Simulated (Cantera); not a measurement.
Cantera run:

```python
import numpy as np
import cantera as ct

gas_names = """
    AL ALH ALO ALOH ALO2 ALO2H AL2 AL2O AL2O2 H HALO HO2 H2 H2O H2O2 O OH O2 O3
""".split()
cond_names = """
    AL(cr) AL(L) AL2O3(a) AL2O3(L) H2O(s) H2O(L)
""".split()


# ... load() reads the species with a 1 bar reference pressure and builds the phases ...
atoms = {
    'Al2O3': {'AL': 2, 'O': 3},
    'H2': {'H': 2},
}
top_T = {}  # K; cautious upper limits of use, not melting points


# ... equilibrate(T, P, feed) seeds the gas with the atoms and calls Mixture.equilibrate('TP', solver="vcs", rtol=1e-11, max_steps=5000) ...
results = []
feed = {'Al2O3': 1, 'H2': 51}  # mol
P = 1333.22  # Pa
for T in [823, 973, 1123, 1273, 1423, 1573, 1723, 1873, 2023, 2173, 2323, 2473, 2623]:
    mix = equilibrate(T, P, feed)
    results.append((T, P, feed, dict(zip(mix.species_names, mix.species_moles))))
    x = sorted(zip(gas.X, gas.species_names), reverse=True)
    print(f"T = {T:g} K  P = {P:g} Pa  gas = {mix.phase_moles(0):.4g} mol")
    print("   x: " + "  ".join(f"{s} {v:.3e}" for v, s in x if v > 0.0001))
    print("   condensed (mol): " + ("  ".join(f"{mix.phase(i).name} {mix.phase_moles(i):.4g}"
          for i in range(1, mix.n_phases) if mix.phase_moles(i) > 1e-12) or "none"))
```

Output:

```
T = 823 K  P = 1333.22 Pa  gas = 51 mol
   x: H2 1.000e+00
   condensed (mol): AL2O3(a) 1
T = 973 K  P = 1333.22 Pa  gas = 51 mol
   x: H2 1.000e+00
   condensed (mol): AL2O3(a) 1
T = 1123 K  P = 1333.22 Pa  gas = 51 mol
   x: H2 1.000e+00
   condensed (mol): AL2O3(a) 1
T = 1273 K  P = 1333.22 Pa  gas = 51 mol
   x: H2 1.000e+00
   condensed (mol): AL2O3(a) 1
T = 1423 K  P = 1333.22 Pa  gas = 51 mol
   x: H2 9.999e-01
   condensed (mol): AL2O3(a) 1
T = 1573 K  P = 1333.22 Pa  gas = 51.01 mol
   x: H2 9.996e-01  H 3.521e-04
   condensed (mol): AL2O3(a) 0.9999
T = 1723 K  P = 1333.22 Pa  gas = 51.04 mol
   x: H2 9.984e-01  H 1.578e-03
   condensed (mol): AL2O3(a) 0.9995
T = 1873 K  P = 1333.22 Pa  gas = 51.15 mol
   x: H2 9.942e-01  H 5.573e-03  H2O 1.435e-04
   condensed (mol): AL2O3(a) 0.9972
T = 2023 K  P = 1333.22 Pa  gas = 51.44 mol
   x: H2 9.827e-01  H 1.630e-02  H2O 6.257e-04  AL 3.095e-04
   condensed (mol): AL2O3(a) 0.9876
T = 2173 K  P = 1333.22 Pa  gas = 52.14 mol
   x: H2 9.555e-01  H 4.085e-02  H2O 2.198e-03  AL 1.035e-03  AL2O 2.812e-04  ALOH 1.133e-04
   condensed (mol): AL2O3(a) 0.9545
T = 2323 K  P = 1333.22 Pa  gas = 53.62 mol
   x: H2 8.997e-01  H 8.946e-02  H2O 6.395e-03  AL 2.885e-03  AL2O 9.425e-04  ALOH 3.671e-04  OH 1.057e-04
   condensed (mol): AL2O3(a) 0.8583
T = 2473 K  P = 1333.22 Pa  gas = 56.45 mol
   x: H2 8.018e-01  H 1.729e-01  H2O 1.429e-02  AL 6.579e-03  AL2O 2.179e-03  ALOH 8.622e-04  OH 6.189e-04  ALO 4.761e-04
   condensed (mol): AL2O3(L) 0.6491
T = 2623 K  P = 1333.22 Pa  gas = 61.47 mol
   x: H2 6.533e-01  H 2.948e-01  H2O 2.655e-02  AL 1.312e-02  AL2O 4.275e-03  OH 2.839e-03  ALO 2.123e-03  ALOH 1.695e-03  O 8.262e-04  ALO2H 2.471e-04  ALH 1.208e-04
   condensed (mol): AL2O3(L) 0.203
```

Cantera equilibrium calculation (NASA polynomials, part measured and part estimated; ideal gas, pure solids and liquids). The tables' values for AlOH are old estimates; treat these amounts as uncertain.
